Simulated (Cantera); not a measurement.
Input: 1 mol CHF3, 0.12 mol F2, at 1.00 bar.

These are equilibrium values from Cantera (NASA tables, ideal gas, pure condensed phases), not measurements of a reactor. Candidate condensed phases: C, C6H6, C7H8, C8H18; 95 gas species. Gases not in the tables: C2F6 and larger saturated fluorocarbons. Kinetics and transport are ignored.

### Question
At 2875 °C, list the 4 most abundant gas species with their mole fractions, and the condensed phases.

### Answer
HF 0.393, F 0.292, CF2 0.257, CF 0.0452. Condensed: C(graphite).
